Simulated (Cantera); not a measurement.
Mixture: CH₄ : O₂ : N₂ : H₂O = 1 : 4 : 15 : 1.1 (molar parts), equivalence ratio 0.50, at 4.20 bar, adiabatic and at constant pressure. Ignition delay is the time to a rise of 400 K.

Computed with Cantera and GRI-Mech 3.0 (53 species, 325 reactions).

Predict: delay at 1000 K; delay at 1050 K; delay at 1100 K; delay at 1150 K; delay at 1200 K; delay at 1250 K; apparent activation energy between 1150 and 1250 K.


| Item | Value |
|---|---|
| delay at 1000 K | 0.172 s |
| delay at 1050 K | 74.2 ms |
| delay at 1100 K | 34.7 ms |
| delay at 1150 K | 17.2 ms |
| delay at 1200 K | 8.95 ms |
| delay at 1250 K | 4.81 ms |
| apparent activation energy between 1150 and 1250 K | 150 kJ/mol |
